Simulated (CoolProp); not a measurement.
The numbers come from the reference Helmholtz-energy equation of state, Lemmon 2022 in CoolProp.

For R1234yf, give the phase and the Z, Joule-Thomson coefficient (K/MPa), viscosity (µPa s), conductivity (mW/(m K)) at 410 K and 418 kPa; 410 K and 1440 kPa; 410 K and 3270 kPa.


- 410 K and 418 kPa: gas; Z 0.970, Joule-Thomson coefficient 7.25, viscosity 16.9, conductivity 23.5
- 410 K and 1440 kPa: gas; Z 0.892, Joule-Thomson coefficient 7.78, viscosity 17.2, conductivity 24.2
- 410 K and 3270 kPa: gas; Z 0.734, Joule-Thomson coefficient 8.85, viscosity 18.7, conductivity 26.7

Viscosity comes from a separate model (Bell 2016), an estimate that may be off by 10 % or more. Thermal conductivity comes from a separate model (Perkins 2011).
